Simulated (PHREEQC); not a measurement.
## Buffer (model solution)

Solution (20 °C): 0.028 mol/kgw NH4Cl, 0.0073 mol/kgw Na2B4O7 and 0.025 mol/kgw H3PO4. Closed to the air; pH follows from the charge balance.

The numbers come from PHREEQC with the ion-association model, phreeqc.dat.

This is a speciation only: nothing precipitates in the calculation.

Q: Estimate the pH, ionic strength.

A: pH 2.50; ionic strength 0.0463 mol/kgw.

Q: In which forms is P present?

A: H2PO4- 73 %, H3PO4 27 % of the P.
